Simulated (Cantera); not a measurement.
## Ignition delay

Mixture: CH₄ : CO : O₂ : N₂ = 1 : 0.052 : 1.13 : 6.64 (molar parts), at 9.87 atm, adiabatic and at constant volume. Ignition delay is the time to a rise of 400 K.

Cantera simulation using GRI-Mech 3.0 (53 species, 325 reactions); the numbers are that mechanism's predictions, not measurements.

| T0 (K) | delay (ms) |
|---|---|
| 1225 | 7.42 |
| 1300 | 3.04 |
| 1375 | 1.31 |
| 1450 | 0.591 |
| 1525 | 0.275 |
| 1600 | 0.133 |
| 1675 | 0.0668 |
| 1750 | 0.0353 |
| 1825 | 0.0198 |
| 1900 | 0.0117 |

* **apparent activation energy between 1750 and 1900 K**: 200 kJ/mol
